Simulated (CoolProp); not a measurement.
A single-stage vapour-compression cycle with hydrogen sulfide: evaporating at 208.15 K (dew point), condensing at 232.15 K (bubble point), superheat 10 K, subcooling 5 K, compressor efficiency 0.75, no pressure losses. Each further row changes one setting.

Computed with CoolProp (reference Helmholtz-energy equation of state, Lemmon 2006). It is a short technical equation, of lower accuracy than the large ones.

```csv
case,cooling COP,pressure ratio,discharge temperature (K),refrigerating effect (kJ/kg),volumetric capacity (kJ/m³)
as stated,5.75,3.10,311.0,524,794
evaporating temperature 213.15 K,(withheld),2.39,293.9,528,(withheld)
condensing temperature 227.15 K,7.43,2.51,(withheld),534,810
subcooling 10 K,5.86,3.10,311.0,534,810
superheat 20 K,(withheld),3.10,(withheld),534,772
compressor efficiency 0.65,4.99,3.10,324.6,524,794
```

Question: Some entries are withheld; supply them.

Answer: 
- evaporating temperature 213.15 K, cooling COP: 7.63
- evaporating temperature 213.15 K, volumetric capacity (kJ/m³): 1020
- condensing temperature 227.15 K, discharge temperature (K): 291.6
- superheat 20 K, cooling COP: 5.60
- superheat 20 K, discharge temperature (K): 325.1
